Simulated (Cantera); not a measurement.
**Oxide etching and cleaning by halides: B2O3 + BCl3 + H2 + F2**

Input: 1 mol B2O3, 1.3 mol BCl3, 32 mol H2, 1.1 mol F2, held at 1498.15 K and 1.33 mbar.

Method: chemical equilibrium by Gibbs-energy minimisation in Cantera with the NASA 1993 tables (ideal gas, pure condensed phases). Candidate condensed phases: B, B2O3, B3O3H3, H2O; 56 gas species. The tables' values for BOCl, BCl, BF2, BCl2, BClF are old estimates; treat these amounts as uncertain. Gases not in the tables: BHCl2. Kinetics and transport are ignored.

```json
{
  "x(H2)": "0.815",
  "x(HCl)": "0.102",
  "x(BOF)": "0.0571",
  "x(HBO)": "0.0164",
  "x(BOCl)": "0.00277",
  "x(B2O2)": "0.00248",
  "x(BF)": "0.00152",
  "x(BCl)": "0.000706",
  "x(HF)": "0.000521",
  "n(B(s))": "0.199 mol",
  "gas_amount": "36.59 mol",
  "log10 activity of B3O3H3(s) (absent)": "-12.73"
}
```
